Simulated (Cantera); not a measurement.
A closed system holds: 1 mol C2F6, 12 mol H2, equilibrated at 5.50 Pa.

These are equilibrium values from Cantera (NASA tables, ideal gas, pure condensed phases), not measurements of a reactor. Candidate condensed phases: C, C6H6, C7H8, C8H18; 95 gas species. The feed counts by its element totals alone. Rates play no part.

x: gas mole fraction; nothing condenses.

```csv
T (K),x H,x HF,x F,x C,x C3,x H2
2650,0.716,0.201,0.0339,0.0130,0.0190,0.0128
2750,0.728,(withheld),(withheld),(withheld),(withheld),(withheld)
2850,0.736,0.100,0.109,0.0390,0.00723,0.00315
2950,0.741,0.0563,0.142,0.0520,0.00254,0.00165
3050,0.744,0.0294,0.164,0.0588,0.000611,0.000903
3150,0.747,0.0150,0.175,0.0611,0.000129,0.000511
3250,0.748,(withheld),0.181,0.0619,(withheld),(withheld)
3350,0.749,0.00405,0.184,0.0622,6.40e-6,0.000180
3450,0.749,0.00219,0.186,0.0624,1.60e-6,0.000111
```

**Question.** What belongs in the gaps?

**Answer.** 
- 2750, x HF: 0.154
- 2750, x F: 0.0680
- 2750, x C: 0.0243
- 2750, x C3: 0.0135
- 2750, x H2: 0.00623
- 3250, x HF: 0.00769
- 3250, x C3: 2.77e-5
- 3250, x H2: 0.000299
